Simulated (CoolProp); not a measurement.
Vapour-liquid equilibrium of CH2F2 (R32) (1) + R227EA (2) at 262.8 K; x and y are mole fractions of (1).

The numbers come from the multi-fluid Helmholtz-energy mixture model, Tillner-Roth 1997 and Lemmon 2016; pair parameters Bell 2016 in CoolProp.

**Question.** Give the bubble pressure and the first vapour's composition at x = 0.05, 0.65, 0.8. Is there an azeotrope?

**Answer.** x = 0.05: 157.0 kPa, y = 0.201; x = 0.65: 446.3 kPa, y = 0.867; x = 0.8: 501.7 kPa, y = 0.922. No azeotrope shows between x = 0.05 and 0.95.

The pair parameters rest on a limited set of measurements; away from them the model extrapolates.
